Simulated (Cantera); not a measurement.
Charge: 1 mol MgF₂, 0.26 mol H₂, 79 mol N₂, 1.4 mol H₂O, equilibrated at 21.0 mbar.

Equilibrium computed with Cantera from the NASA thermochemical tables; the gas is ideal and each condensed phase is pure. Candidate condensed phases: H₂O, Mg, MgF₂, MgO, Mg(OH)₂; 50 gas species. The numbers say what is thermodynamically allowed, not how fast it happens.

log p: log10 of the partial pressure in bar; n: condensed amount in mol.

```csv
T (K),log p N₂,log p HF,log p H₂O,log p H₂,log p MgF₂,log p Mg,n MgO(s)
1498,-1.69,-3.29,-3.98,-4.18,(withheld),-9.22,0.993
1548,-1.69,-3.29,-3.98,-4.18,(withheld),-8.68,0.989
1598,-1.69,-3.30,-3.97,-4.18,(withheld),-8.17,0.984
1648,-1.69,-3.30,-3.96,-4.18,(withheld),-7.70,0.977
1698,-1.69,-3.30,-3.96,-4.18,(withheld),-7.26,0.969
1748,-1.69,-3.31,-3.95,-4.18,(withheld),-6.85,0.959
1798,-1.69,-3.31,-3.93,-4.19,(withheld),-6.47,0.946
1848,-1.69,-3.32,-3.92,-4.19,(withheld),-6.11,0.930
1898,-1.69,-3.33,-3.91,-4.20,(withheld),-5.78,0.910
1948,-1.69,-3.33,-3.89,-4.22,(withheld),-5.48,0.884
1998,-1.69,-3.34,-3.87,-4.24,(withheld),-5.20,0.851
2048,-1.69,-3.35,-3.85,-4.27,(withheld),-4.95,0.807
2098,-1.69,-3.36,-3.84,-4.30,(withheld),-4.71,0.745
2148,-1.69,-3.38,-3.83,-4.33,(withheld),-4.47,0.654
```

Q: Fill in the missing entries.

A: 
- 1498, log p MgF₂: -5.72
- 1548, log p MgF₂: -5.55
- 1598, log p MgF₂: -5.39
- 1648, log p MgF₂: -5.24
- 1698, log p MgF₂: -5.11
- 1748, log p MgF₂: -4.99
- 1798, log p MgF₂: -4.88
- 1848, log p MgF₂: -4.79
- 1898, log p MgF₂: -4.70
- 1948, log p MgF₂: -4.62
- 1998, log p MgF₂: -4.56
- 2048, log p MgF₂: -4.50
- 2098, log p MgF₂: -4.44
- 2148, log p MgF₂: -4.39
